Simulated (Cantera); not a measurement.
A perfectly stirred reactor is fed with CO : O2 : H2O : N2 = 0.022 : 0.0099 : 0.0002 : 1 (molar parts), equivalence ratio 1.1, at 2.90 bar; it is held at 1298 K, and followed from long to short residence time.

Cantera simulation using GRI-Mech 3.0 (53 species, 325 reactions); the numbers are that mechanism's predictions, not measurements.

Problem. What does this change do: O2 0.0099 to 0.075 parts?

Solution. 
```tsv
quantity	before	after
x(CO) at τ = 4.70 s	0.00223	0.000215
x(O2) at τ = 4.70 s	4.53e-5	0.0590
x(H2O) at τ = 4.70 s	0.000179	0.000183
x(O) at τ = 4.70 s	3.29e-6	5.33e-6
x(H) at τ = 4.70 s	9.36e-6	1.30e-8
x(CO) at τ = 42.0 ms	0.00602	0.00491
x(O2) at τ = 42.0 ms	0.00189	0.0612
x(H2O) at τ = 42.0 ms	0.000169	0.000178
x(O) at τ = 42.0 ms	0.000101	9.81e-5
x(H) at τ = 42.0 ms	2.51e-5	8.42e-7
```

Problem. What does this change do: pressure from 2.90 bar to 5.00 bar?

Solution. 
| quantity | before | after |
|---|---|---|
| x(CO) at τ = 4.70 s | 0.00223 | 0.00220 |
| x(O2) at τ = 4.70 s | 4.53e-5 | 3.06e-5 |
| x(H2O) at τ = 4.70 s | 0.000179 | 0.000182 |
| x(O) at τ = 4.70 s | 3.29e-6 | 1.41e-6 |
| x(H) at τ = 4.70 s | 9.36e-6 | 5.05e-6 |
| x(CO) at τ = 42.0 ms | 0.00602 | 0.00662 |
| x(O2) at τ = 42.0 ms | 0.00189 | 0.00221 |
| x(H2O) at τ = 42.0 ms | 0.000169 | 0.000181 |
| x(O) at τ = 42.0 ms | 0.000101 | 4.18e-5 |
| x(H) at τ = 42.0 ms | 2.51e-5 | 7.02e-6 |
